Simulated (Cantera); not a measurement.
A Cantera script and its output.

```python
import numpy as np
import cantera as ct

surf = ct.Interface("ptcombust.yaml", "Pt_surf")
gas = surf.adjacent["gas"]
gas.TPX = 300, 3500, {'CH4': 0.023, 'O2': 0.055, 'N2': 0.79}
jet = ct.ImpingingJet(gas=gas, width=0.084, surface=surf)
jet.inlet.mdot, jet.inlet.T, jet.inlet.X = 0.083, 300, {'CH4': 0.023, 'O2': 0.055, 'N2': 0.79}
jet.set_refine_criteria(ratio=10, slope=0.2, curve=0.3)
show, cover = ['CH4', 'O2', 'H2O', 'OH', 'CO', 'CO2'], ["PT(S)", "H(S)", "O(S)", "OH(S)", "CO(S)", "C(S)"]

rows = []
print(f"{'Ts/K':>7s}" + "".join(f"{s:>11s}" for s in show + cover) + "   (gas at the wall, coverages)")
for i, Ts in enumerate([900, 950, 1000, 1050, 1100, 1150, 1200, 1250]):
    jet.surface.T = Ts
    if i == 0:
        surf.TP = Ts, 3500
        surf.coverages = "PT(S):0.5, O(S):0.5"
        surf.advance_coverages(1.0)
        jet.set_initial_guess(products="inlet")
    jet.solve(loglevel=0, auto=(i == 0))
    rows.append([*(jet.X[gas.species_index(s), -1] for s in show), *surf[cover].coverages])
    print(f"{Ts:7g}" + "".join(f"{x:11.3e}" for x in rows[-1]))
```

It prints:

```
   Ts/K        CH4         O2        H2O         OH         CO        CO2      PT(S)       H(S)       O(S)      OH(S)      CO(S)       C(S)   (gas at the wall, coverages)
    900  1.658e-02  4.231e-02  1.853e-02  3.390e-08  8.313e-06  1.213e-02  3.090e-01  8.596e-08  6.902e-01  7.858e-04  9.449e-06  3.362e-08
    950  1.296e-02  3.467e-02  2.520e-02  1.070e-07  9.349e-06  1.653e-02  3.988e-01  2.101e-07  6.004e-01  7.922e-04  7.106e-06  3.401e-08
   1000  1.014e-02  2.872e-02  3.038e-02  2.845e-07  1.040e-05  1.995e-02  4.879e-01  4.388e-07  5.113e-01  7.387e-04  5.205e-06  3.254e-08
   1050  8.119e-03  2.447e-02  3.405e-02  6.699e-07  1.177e-05  2.239e-02  5.720e-01  8.167e-07  4.273e-01  6.550e-04  3.845e-06  3.061e-08
   1100  6.720e-03  2.156e-02  3.658e-02  1.423e-06  1.372e-05  2.404e-02  6.486e-01  1.398e-06  3.509e-01  5.624e-04  2.926e-06  2.902e-08
   1150  5.816e-03  1.966e-02  3.812e-02  2.771e-06  1.669e-05  2.516e-02  7.160e-01  2.243e-06  2.835e-01  4.716e-04  2.336e-06  2.832e-08
   1200  5.137e-03  1.829e-02  3.928e-02  5.031e-06  2.075e-05  2.592e-02  7.741e-01  3.436e-06  2.255e-01  3.905e-04  1.923e-06  2.801e-08
   1250  4.680e-03  1.735e-02  3.997e-02  8.562e-06  2.668e-05  2.649e-02  8.230e-01  5.073e-06  1.767e-01  3.193e-04  1.655e-06  2.856e-08
```

Computed with Cantera and Deutschmann's 1995 Pt surface mechanism with GRI-Mech 3.0 gas chemistry. Catalytic surfaces can have several steady states; this one follows from the mechanism file's or the stated starting coverage.
